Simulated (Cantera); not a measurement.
Charge: 1 mol N2O, 0.27 mol SO2, 0.58 mol O2, at 525 K and 143000 Torr.

Equilibrium computed with Cantera from the NASA thermochemical tables; the gas is ideal and each condensed phase is pure. Candidate condensed phases: S; 17 gas species. The ideal-gas law is rough above about 30 bar. The numbers say what is thermodynamically allowed, not how fast it happens.

Base state: N2 0.451, O2 0.427, SO3 0.122 (mole fractions); condensed: gas only.

Problem. What changes in the equilibrium state with this change: temperature from 525 K to 2748.15 K?

Solution. 
| species | before | after |
|---|---|---|
| O2 | 0.427 | 0.440 |
| N2 | 0.451 | 0.407 |
| SO2 | 1.64e-7 | 0.113 |
| SO3 | 0.122 | 0.00129 |
| NO | 1.62e-9 | 0.0355 |
| O | <1e-9 | 0.00212 |
| SO | <1e-9 | 0.000256 |
| N2O | <1e-9 | 1.97e-5 |
| NO2 | 9.64e-7 | 0.000501 |
